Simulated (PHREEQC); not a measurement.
A made-up water analysis in mg/L, 50 °C, pH 8.33, pe -1.3:

| constituent | mg/L |
|---|---|
| Na | 3040 |
| K | 129 |
| Ca | 99.5 |
| Mg | 110 |
| Cl | 3340 |
| S(6) as SO4 | 2600 |
| Alkalinity as HCO3 | 2.72 |
| Mn(2) | 5.34 |

Valence states are taken as typed.

All values are PHREEQC results (ion-association model, phreeqc.dat), not measurements.

No solid was allowed to form.

Order these S species by the share of S that they hold, largest first: SO4-2, CaSO4, KSO4-, MgSO4, NaSO4-.

SO4-2 (73 %), NaSO4- (16 %), MgSO4 (7.6 %), CaSO4 (2.6 %), KSO4- (0.69 %)

The pH is 8.33 and the ionic strength 0.164 mol/kgw. Species that the database lacks are ignored. At this temperature some constants are extrapolated from 25 °C, and those without enthalpy data are left unchanged.
